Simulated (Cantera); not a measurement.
## Equilibrium for halide evaporation, hydrolysis and transport: CaCl2 + O2 + H2

Input: 1 mol CaCl2, 6.2 mol O2, 150 mol H2, at 1.00 Torr.

Cantera equilibrium calculation (NASA polynomials, part measured and part estimated; ideal gas, pure solids and liquids). Candidate condensed phases: Ca, CaCl2, CaO, Ca(OH)2, H2O; 21 gas species. Condensed phases not in the tables: oxide chlorides. Equilibrium is a limit: real reactors are often held back by kinetics, nucleation or transport.

From 873 K to 973 K the condensed part is CaCl2(s) + CaO(s). From 1073 K to 2073 K the condensed part is CaO(s). The main Ca-bearing gas is CaCl2 at 873 K and Ca at 2073 K. The share of Ca in condensed phases is highest at 873 K (100.0 %) and lowest at 2073 K (14.4 %).

```csv
T (K),log p H2,log p H2O,log p H,log p HCl,log p Ca,log p CaCl2,log p CaCl,log p OH,n CaCl2(s),n CaO(s)
873,-2.91,-3.97,-11.79,-5.46,<-14,-10.04,<-14,<-14,0.805,0.195
973,-2.92,-3.99,-10.42,-4.82,<-14,-8.11,<-14,-14.25,0.133,0.866
1073,-2.92,-4.00,-9.31,-4.75,<-14,-7.50,-14.03,-12.82,0,0.996
1173,-2.92,-4.00,-8.39,-4.76,<-14,-7.10,-12.53,-11.63,0,0.991
1273,-2.92,-4.00,-7.60,-4.76,-13.98,-6.78,-11.27,-10.62,0,0.981
1373,-2.92,-4.00,-6.94,-4.77,-12.34,-6.51,-10.20,-9.76,0,0.965
1473,-2.92,-4.00,-6.36,-4.78,-10.93,-6.30,-9.29,-9.02,0,0.943
1573,-2.92,-3.99,-5.85,-4.79,-9.70,-6.12,-8.50,-8.37,0,0.914
1673,-2.92,-3.99,-5.40,-4.81,-8.62,-5.98,-7.82,-7.80,0,0.879
1773,-2.92,-3.99,-5.01,-4.83,-7.68,-5.87,-7.22,-7.29,0,0.836
1873,-2.92,-3.99,-4.65,-4.86,-6.83,-5.79,-6.70,-6.83,0,0.771
1973,-2.93,-3.99,-4.34,-4.89,-6.08,-5.74,-6.25,-6.42,0,0.617
2073,-2.95,-3.99,-4.06,-4.94,-5.42,-5.74,-5.88,-6.04,0,0.144
```
log p: log10 of the partial pressure in bar; n: condensed amount in mol.
